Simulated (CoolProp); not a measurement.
The numbers come from the reference Helmholtz-energy equation of state, Thol 2015 in CoolProp.

Give the vapour pressure (kPa), liquid density (kg/m³), enthalpy of vaporisation (kJ/kg), liquid cp (kJ/(kg K)) of saturated octamethylcyclotetrasiloxane (D4) at 444.9 K.


```json
[
 {"T (K)": "444.9", "p (kPa)": "91.5", "liquid density (kg/m³)": "771", "enthalpy of vaporisation (kJ/kg)": "132", "liquid cp (kJ/(kg K))": "1.99"}
]
```
